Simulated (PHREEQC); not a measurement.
Solution (25 °C): 0.0081 mol K2CO3, 0.00033 mol H4SiO4 and 0.0011 mol CO2 per kg of water. Closed to the air; pH follows from the charge balance.

Equilibrium calculation in PHREEQC: ion-association model, phreeqc.dat.

| Quantity | Value |
|---|---|
| pH | 10.50 |
| ionic strength | 0.0226 mol/kgw |
| specific conductance | 2000 µS/cm |
| total alkalinity | 16.2 meq/kg |

| species | molality | activity | log γ |
|---|---|---|---|
| K+ | 0.0162 | 0.0140 | -0.065 |
| CO3-2 | 0.00635 | 0.00364 | -0.242 |
| HCO3- | 0.00285 | 0.00248 | -0.060 |
| OH- | 0.000368 | 0.000317 | -0.065 |
| H3SiO4- | 0.000278 | 0.000239 | -0.064 |
| H4SiO4 | 5.16e-5 | 5.18e-5 | 0.002 |
| H2SiO4-2 | 8.91e-7 | 5.10e-7 | -0.242 |
| CO2 | 1.77e-7 | 1.78e-7 | 0.002 |

This is a speciation only: nothing precipitates in the calculation.
